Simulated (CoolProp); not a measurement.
Vapour-liquid equilibrium of R134a (1) + R1234yf (2) at 61.55 °C; x and y are mole fractions of (1).

The numbers come from the multi-fluid Helmholtz-energy mixture model, Tillner-Roth 1994 and Lemmon 2022; pair parameters Bell 2022 in CoolProp.

### Question
Give the bubble pressure and the first vapour's composition at x = 0.125, 0.35, 0.425. Is there an azeotrope?

### Answer
x = 0.125: 1739 kPa, y = 0.135; x = 0.35: 1784 kPa, y = 0.361; x = 0.425: 1792 kPa, y = 0.433. y crosses x between x = 0.575 and 0.65: the model has an azeotrope there.

Pair parameters are fitted to limited data, so mixtures are less certain than the pure fluids.
